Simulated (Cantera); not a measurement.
Catalytic stagnation flow on Pt

A jet of 1.39 % CH4, 13.9 % O2, 84.7 % N2, equivalence ratio 0.20 at 300 K and 173 Torr hits a platinum plate 7.3 cm away at a mass flux of 0.029 kg/m²/s; the plate temperature is set and raised in steps from an oxygen-covered start.

Computed with Cantera and Deutschmann's 1995 Pt surface mechanism with GRI-Mech 3.0 gas chemistry. Catalytic surfaces can have several steady states; this one follows from the mechanism file's or the stated starting coverage.

```
plate T (K)  wall x CH4  wall x O2  wall x H2O  wall x OH  wall x CO  wall x CO2  θ free Pt   θ O*     θ OH*
-----------  ----------  ---------  ----------  ---------  ---------  ----------  ---------  -----  --------
850             0.00952      0.130     0.00827      <1e-8    2.22e-6     0.00538     0.0993  0.900   0.00108
900             0.00644      0.123      0.0140    1.88e-8    2.13e-6     0.00912      0.150  0.848   0.00134
950             0.00412      0.118      0.0183    5.63e-8    1.86e-6      0.0119      0.208  0.791   0.00142
1000            0.00268      0.115      0.0209    1.48e-7    1.62e-6      0.0137      0.269  0.729   0.00138
1050            0.00183      0.114      0.0224    3.48e-7    1.46e-6      0.0146      0.332  0.666   0.00129
1100            0.00111      0.112      0.0235    7.92e-7    2.55e-6      0.0153      0.395  0.604   0.00118
1150           0.000685      0.112      0.0243    1.57e-6    3.16e-6      0.0158      0.457  0.542   0.00106
1200           0.000379      0.111      0.0250    2.92e-6    3.74e-6      0.0161      0.516  0.483  0.000946
```
x: mole fraction at the wall; θ: surface coverage.
